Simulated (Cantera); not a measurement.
An isothermal, constant-pressure homogeneous reactor starts with 36.0 % H2, 20.0 % O2, 44.0 % N2, at 873 K and 82.5 Torr.

Cantera simulation using the H2/O2 subset of GRI-Mech 3.0, which has no nitrogen chemistry; the numbers are that mechanism's predictions, not measurements. Radical loss at walls, strong at low pressure, is not modelled. Below about 950 K walls govern HO2 and H2O2 in real vessels. The temperature is held fixed by assumption; the heat of reaction is taken as removed at once.

One state of this run: x H2 = 0.0177; x O2 = 0.0330; x H2O = 0.417; x HO2 = 8.20e-6; x H2O2 = 2.05e-5. x: mole fraction; the columns are a selection and need not sum to one.

### Question
Which value of t (s) does it belong to?
A. 0.963
B. 8.00e-6
C. 0.299
D. 8.30e-5

### Answer
C, 0.299
